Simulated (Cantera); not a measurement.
A Cantera script and its output.

```python
import numpy as np
import cantera as ct

gas = ct.Solution("gri30.yaml")
gas.TPX = 1725, 34000, {'H2': 1, 'O2': 0.877, 'N2': 3.3}
reactor = ct.IdealGasConstPressureReactor(gas, energy="on", clone=False)
net = ct.ReactorNet([reactor])
net.rtol, net.atol = 1e-08, 1e-16
show = ['H2', 'O2', 'H', 'NO', 'H2O', 'HO2', 'H2O2']
times = np.geomspace(3e-06, 1, 13)

steps = ct.SolutionArray(gas, extra=["t"])
rows = []
print(f"{'t/s':>10s}{'T/K':>9s}{'P/Pa':>11s}" + "".join(f"{s:>11s}" for s in show))
for t in times:
    while net.time < t:
        t_next = net.step()
        steps.append(gas.state, t=t_next)
    rows.append([np.interp(t, steps.t, y) for y in (steps.T, steps.P, *steps(*show).X.T)])
    print(f"{t:10.3e}{rows[-1][0]:9.1f}{rows[-1][1]:11.4g}" + "".join(f"{x:11.3e}" for x in rows[-1][2:]))
rate = np.gradient(steps.T, steps.t)
print("integrator steps:", len(steps.t))
if steps.T.max() > steps.T[0] + 200:
    print(f"time of steepest temperature rise: {steps.t[rate.argmax()]:.4e} s")
gas.TPX = 1725, 34000, {'H2': 1, 'O2': 0.877, 'N2': 3.3}
gas.equilibrate("HP")
print(f"equilibrium (HP): T = {gas.T:.1f} K  " + "  ".join(f"{s} {gas[s].X[0]:.3e}" for s in show))
```

Output:

```
       t/s      T/K       P/Pa         H2         O2          H         NO        H2O        HO2       H2O2
 3.000e-06   1725.0    3.4e+04  1.932e-01  1.694e-01  4.134e-06  5.911e-14  2.754e-06  2.190e-06  2.468e-08
 8.657e-06   1725.0    3.4e+04  1.929e-01  1.693e-01  1.297e-04  3.848e-12  1.537e-04  6.262e-06  1.188e-07
 2.498e-05   1777.4    3.4e+04  3.393e-02  8.443e-02  7.242e-02  1.278e-06  1.133e-01  1.046e-05  4.741e-07
 7.208e-05   1940.3    3.4e+04  2.758e-02  7.711e-02  5.898e-02  1.958e-05  1.268e-01  7.822e-06  2.663e-07
 2.080e-04   2196.4    3.4e+04  2.523e-02  7.438e-02  3.839e-02  7.322e-05  1.407e-01  5.303e-06  1.319e-07
 6.002e-04   2497.1    3.4e+04  1.895e-02  7.260e-02  1.853e-02  4.385e-04  1.605e-01  5.536e-06  1.218e-07
 1.732e-03   2654.9    3.4e+04  1.399e-02  7.163e-02  1.015e-02  2.642e-03  1.731e-01  9.281e-06  2.549e-07
 4.998e-03   2654.8    3.4e+04  1.381e-02  6.926e-02  9.736e-03  8.228e-03  1.740e-01  9.145e-06  2.571e-07
 1.442e-02   2649.9    3.4e+04  1.379e-02  6.666e-02  9.510e-03  1.431e-02  1.747e-01  8.807e-06  2.511e-07
 4.162e-02   2649.0    3.4e+04  1.378e-02  6.620e-02  9.470e-03  1.538e-02  1.748e-01  8.748e-06  2.501e-07
 1.201e-01   2649.0    3.4e+04  1.378e-02  6.620e-02  9.470e-03  1.539e-02  1.748e-01  8.747e-06  2.501e-07
 3.465e-01   2649.0    3.4e+04  1.378e-02  6.620e-02  9.470e-03  1.539e-02  1.748e-01  8.747e-06  2.501e-07
 1.000e+00   2649.0    3.4e+04  1.378e-02  6.620e-02  9.470e-03  1.539e-02  1.748e-01  8.747e-06  2.501e-07
integrator steps: 1190
time of steepest temperature rise: 2.0364e-05 s
equilibrium (HP): T = 2649.0 K  H2 1.378e-02  O2 6.620e-02  H 9.470e-03  NO 1.539e-02  H2O 1.748e-01  HO2 8.747e-06  H2O2 2.501e-07
```

Computed with Cantera and GRI-Mech 3.0 (53 species, 325 reactions).
